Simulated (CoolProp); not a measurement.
Properties of R11 along the isotherm 205.85 °C (Tc = 198.0 °C, pc = 4.408 MPa, ω = 0.189).

The numbers come from the reference Helmholtz-energy equation of state, Jacobsen 1992 in CoolProp.

| p (MPa) | phase | cp (kJ/(kg K)) | speed of sound (m/s) | Joule-Thomson coefficient (K/MPa) | Prandtl number |
|---|---|---|---|---|---|
| 0.735 | gas | ___ | 170.5 | 10.94 | 0.717 |
| 1.47 | gas | 0.7305 | 161.6 | ___ | 0.742 |
| 2.2 | gas | 0.7808 | 151.6 | 12.78 | 0.783 |
| 2.94 | gas | 0.8697 | ___ | 14.09 | 0.857 |
| 3.67 | gas | 1.059 | 125.8 | 15.79 | 1.01 |
| 4.41 | supercritical | 1.797 | 107.7 | 17.77 | 1.62 |
| 5.14 | supercritical | 3.829 | 117.5 | 8.586 | 5.21 |
| 5.88 | supercritical | 1.785 | ___ | 4.044 | ___ |
| 6.61 | supercritical | 1.485 | 197.9 | 2.783 | 2.87 |

Task: Complete the blanks.

Result: 
- 0.735, cp (kJ/(kg K)): 0.6980
- 1.47, Joule-Thomson coefficient (K/MPa): 11.76
- 2.94, speed of sound (m/s): 139.8
- 5.88, speed of sound (m/s): 167.0
- 5.88, Prandtl number: 3.19

The peak of cp marks the crossing from liquid-like to gas-like fluid above the critical point.

Viscosity comes from a separate model (Klein 1997), an estimate that may be off by 10 % or more. Thermal conductivity comes from a separate model (McLinden 2000), an estimate that may be off by 10 % or more.
